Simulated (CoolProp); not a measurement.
Hydrogen chloride along the isotherm 67.25 °C: density (kg/m³) from the reference equation and from simpler models built on Tc = 51.5 °C, pc = 8314 kPa, ω = 0.130; each cubic takes its own stable root.

Computed with CoolProp (reference Helmholtz-energy equation of state, Thol 2018).

```
p (kPa)          phase  reference  ideal gas  van der Waals  Redlich-Kwong  Soave-Redlich-Kwong  Peng-Robinson
-------  -------------  ---------  ---------  -------------  -------------  -------------------  -------------
131                gas      1.696      1.688          1.695          1.696                1.695          1.696
249                gas      3.239      3.208          3.234          3.237                3.236          3.240
472                gas      6.195      6.081          6.174          6.186                6.185          6.198
896                gas      11.97      11.54          11.89          11.93                11.93          11.98
1700               gas      23.50      21.90          23.22          23.37                23.35          23.54
3220               gas      47.88      41.48          46.75          47.36                47.27          48.00
6100               gas      108.4      78.58          103.5          106.0                105.3          108.8
11600    supercritical      506.0      149.4          404.3          422.5                402.5          433.3
21900    supercritical      759.1      282.1          528.1          632.6                625.8          691.3
41600    supercritical      874.7      535.9          603.9          756.6                752.6          835.2
```
